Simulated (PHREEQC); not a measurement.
A solution holds 0.0094 mol/kgw FeSO4, 0.0059 mol/kgw NaF and 0.00065 mol/kgw NaCl, at 25 °C. Closed to the air; pH follows from the charge balance.

Computed with PHREEQC (ion-association model, wateq4f.dat).

This is a speciation only: nothing precipitates in the calculation.

Question: Estimate the pH.

Answer: pH 6.40.

Question: In which forms is S present?

Answer: SO4-2 74 %, FeSO4 24 %, NaSO4- 1.2 % of the S.

Fluoro complexes past AlF4- and FeF3 are missing from the database.
